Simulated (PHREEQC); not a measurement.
Na2CO3 is added in steps, without added water, to 1 kg of water holding 0.0017 mol HBr, 0.011 mol CuSO4 and 3.2e-05 mol CuCl2, at 25 °C. Oxygen alone is held at its pressure in air (log pO2 = -0.68). No CO2 enters from the air. Only these solids could form: Cu(OH)2, Malachite, Brochantite, Antlerite, Atacamite, Halite, Mirabilite, Chalcanthite, Nahcolite, Natron.

Base run: PHREEQC, ion-association model, wateq4f.dat. Each further column changes one thing. The table gives Cu+2 (mol/kgw).

```json
[
 {"Na2CO3 added (mol)": "0", "base": "0.00780", "temperature from 25 to 50 °C": "0.00764", "0.0063 mol/kgw LiCl added": "0.00793", "0.0046 mol/kgw KHCO3 added": "0.00617", "no solid may form": "0.00780"},
 {"Na2CO3 added (mol)": "0.004625", "base": "0.00374", "temperature from 25 to 50 °C": "0.00474", "0.0063 mol/kgw LiCl added": "0.00383", "0.0046 mol/kgw KHCO3 added": "0.00207", "no solid may form": "0.00394"},
 {"Na2CO3 added (mol)": "0.006938", "base": "0.00167", "temperature from 25 to 50 °C": "0.00316", "0.0063 mol/kgw LiCl added": "0.00181", "0.0046 mol/kgw KHCO3 added": "0.00168", "no solid may form": "0.00238"},
 {"Na2CO3 added (mol)": "0.01156", "base": "0.000372", "temperature from 25 to 50 °C": "0.000304", "0.0063 mol/kgw LiCl added": "0.000385", "0.0046 mol/kgw KHCO3 added": "1.05e-5", "no solid may form": "0.000606"},
 {"Na2CO3 added (mol)": "0.01388", "base": "5.57e-6", "temperature from 25 to 50 °C": "2.03e-6", "0.0063 mol/kgw LiCl added": "5.90e-6", "0.0046 mol/kgw KHCO3 added": "1.27e-6", "no solid may form": "0.000239"},
 {"Na2CO3 added (mol)": "0.0185", "base": "1.85e-9", "temperature from 25 to 50 °C": "1.39e-9", "0.0063 mol/kgw LiCl added": "1.96e-9", "0.0046 mol/kgw KHCO3 added": "2.10e-9", "no solid may form": "2.67e-5"},
 {"Na2CO3 added (mol)": "0.02312", "base": "4.15e-11", "temperature from 25 to 50 °C": "4.01e-11", "0.0063 mol/kgw LiCl added": "4.38e-11", "0.0046 mol/kgw KHCO3 added": "5.82e-11", "no solid may form": "1.76e-6"},
 {"Na2CO3 added (mol)": "0.02544", "base": "2.52e-11", "temperature from 25 to 50 °C": "2.46e-11", "0.0063 mol/kgw LiCl added": "2.64e-11", "0.0046 mol/kgw KHCO3 added": "3.52e-11", "no solid may form": "4.73e-7"},
 {"Na2CO3 added (mol)": "0.03006", "base": "1.38e-11", "temperature from 25 to 50 °C": "1.37e-11", "0.0063 mol/kgw LiCl added": "1.44e-11", "0.0046 mol/kgw KHCO3 added": "1.92e-11", "no solid may form": "9.64e-8"},
 {"Na2CO3 added (mol)": "0.03238", "base": "1.12e-11", "temperature from 25 to 50 °C": "1.17e-11", "0.0063 mol/kgw LiCl added": "1.17e-11", "0.0046 mol/kgw KHCO3 added": "1.56e-11", "no solid may form": "5.98e-8"},
 {"Na2CO3 added (mol)": "0.037", "base": "8.27e-12", "temperature from 25 to 50 °C": "1.01e-11", "0.0063 mol/kgw LiCl added": "8.57e-12", "0.0046 mol/kgw KHCO3 added": "1.14e-11", "no solid may form": "3.07e-8"}
]
```

The database's constant for dissolved Cu(OH)2 is higher than later reviews accept. Constants without temperature data keep their 25 °C values here. In at least one series the solution becomes supersaturated in solids that the run did not let form, among them Cu(OH)2, Malachite, Brochantite, Antlerite, Atacamite.
